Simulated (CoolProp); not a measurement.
A Linde-Hampson liquefier for ethane: isothermal reversible compression at 320 K from 1 atm to 15 MPa, throttling to 1 atm, return gas leaving the recuperator 5 K below the feed. Each further row changes one setting.

Model: reference Helmholtz-energy equation of state, Bücker 2006, in CoolProp.

```csv
case,liquid yield per pass,compression work (kJ/kg of gas)
as stated,0.450,353
high pressure 30 MPa,0.460,390
warm-end temperature 350 K,0.351,414
warm-end gap 10 K,0.443,353
```
